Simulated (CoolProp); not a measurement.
Vapour-liquid equilibrium of propane (1) + R227EA (2) at 50.25 °C; x and y are mole fractions of (1).

The numbers come from the multi-fluid Helmholtz-energy mixture model, Lemmon 2009 and Lemmon 2016; pair parameters Bell 2016 in CoolProp.

```csv
x,"bubble pressure, mixture model (kPa)","bubble pressure, Raoult's law (kPa)","y, mixture model","y, Raoult's law"
0.05,1051,962.3,0.135,0.090
0.2,1370,1082,0.380,0.318
0.35,1590,1202,0.516,0.501
0.5,1732,1322,0.612,0.651
0.65,1816,1443,0.698,0.776
0.8,1841,1563,0.794,0.882
0.95,1777,1683,0.933,0.973
```

The largest gap from Raoult's law is +32.3 % in bubble pressure, at x = 0.35. y crosses x between x = 0.65 and 0.8: the model has an azeotrope there.

The pair parameters rest on a limited set of measurements; away from them the model extrapolates.
